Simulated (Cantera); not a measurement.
Charge: 1 mol Pb, 0.073 mol CO, 6 mol H₂, equilibrated at 0.330 bar.

Method: chemical equilibrium by Gibbs-energy minimisation in Cantera with the NASA 1993 tables (ideal gas, pure condensed phases). Candidate condensed phases: C, C₆H₆, C₇H₈, C₈H₁₈, H₂O, Pb, PbO, PbO₂, Pb₃O₄; 113 gas species. Equilibrium is a limit: real reactors are often held back by kinetics, nucleation or transport.

Task: At 1500 K, list the 4 most abundant gas species with their mole fractions, and the condensed phases.

Result: H₂ 0.914, Pb 0.0744, CO 0.0111, CH₄ 6.38e-5. Condensed: Pb(l).
